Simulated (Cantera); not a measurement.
Hydrogen reduction and annealing atmospheres: FeS₂ + H₂ + H₂O

Input: 1 mol FeS₂, 1200 mol H₂, 0.035 mol H₂O, equilibrated at 6.90 mbar.

Method: chemical equilibrium by Gibbs-energy minimisation in Cantera with the NASA 1993 tables (ideal gas, pure condensed phases). Candidate condensed phases: Fe, FeO, Fe(OH)₂, Fe(OH)₃, FeS, FeSO₄, FeS₂, Fe₂O₃, Fe₂(SO₄)₃, Fe₃O₄, H₂O, H₂SO₄, S; 22 gas species. Mutual solubility and eutectic melting of coexisting phases are not modelled. FeS: taken at fixed stoichiometry. Kinetics and transport are ignored.

From 350 °C to 650 °C the condensed part is FeS(s). At 750 °C the condensed part is Fe(α) + FeS(s). At 850 °C the condensed part is Fe(α). From 950 °C to 1250 °C the condensed part is Fe(γ).

```tsv
T (°C)	x H₂	x H₂S	x H	x SH	n FeS(s)	n Fe(α)	n Fe(γ)
350	0.999	0.000833	<1e-12	<1e-12	1.00	0	0
450	0.999	0.000833	1.02e-12	3.16e-11	1.00	0	0
550	0.999	0.000833	8.83e-11	8.65e-10	1.00	0	0
650	0.999	0.000833	2.94e-9	1.16e-8	1.00	0	0
750	0.999	0.00131	4.98e-8	1.49e-7	0.424	0.576	0
850	0.998	0.00167	5.12e-7	1.06e-6	0	1.000	0
950	0.998	0.00166	3.62e-6	4.47e-6	0	0	1.000
1050	0.998	0.00164	1.91e-5	1.51e-5	0	0	1.000
1150	0.998	0.00160	7.99e-5	4.20e-5	0	0	0.995
1250	0.998	0.00150	0.000278	9.85e-5	0	0	0.958
```
x: gas mole fraction; n: condensed amount in mol.
